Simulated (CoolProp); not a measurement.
Vapour-liquid equilibrium of carbon dioxide (1) + isobutane (2) at 255.3 K; x and y are mole fractions of (1).

The numbers come from the multi-fluid Helmholtz-energy mixture model, Span 1996 and Bücker 2006; pair parameters Kunz 2012 in CoolProp.

Give the bubble pressure and the first vapour's composition at x = 0.35, 0.65, 0.95. Is there an azeotrope?

x = 0.35: 1.063 MPa, y = 0.931; x = 0.65: 1.542 MPa, y = 0.961; x = 0.95: 1.998 MPa, y = 0.991. No azeotrope shows between x = 0.05 and 0.95.

Pair parameters are fitted to limited data, so mixtures are less certain than the pure fluids.
